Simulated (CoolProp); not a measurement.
Saturation properties of isohexane (Tc = 497.7 K, pc = 3043 kPa, ω = 0.280).

Computed with CoolProp (reference Helmholtz-energy equation of state, Lemmon 2006). It is a short technical equation, of lower accuracy than the large ones.

```csv
T (K),p (kPa),vapour density (kg/m³),liquid cp (kJ/(kg K)),surface tension (mN/m)
397.1,535.1,16.50,2.786,7.45
402.8,603.7,18.65,2.826,6.95
408.4,677.3,21.00,?,6.46
414,757.4,23.60,2.912,5.98
419.7,845.9,26.54,?,5.50
425.3,940.3,29.75,?,5.03
430.9,1042,33.32,3.063,4.57
436.6,1154,37.40,3.124,4.11
442.2,1273,41.90,3.191,3.66
447.8,?,46.97,3.268,3.22
453.5,1540,52.85,3.359,2.79
459.1,1688,59.49,3.467,2.37
464.7,1846,67.21,3.604,1.97
```

**Question.** What belongs in the gaps?

**Answer.** 
- 408.4, liquid cp (kJ/(kg K)): 2.868
- 419.7, liquid cp (kJ/(kg K)): 2.959
- 425.3, liquid cp (kJ/(kg K)): 3.009
- 447.8, p (kPa): 1401

It boils at 333.4 K under 1 atm.

Surface tension comes from a separate correlation (Mulero 2012).
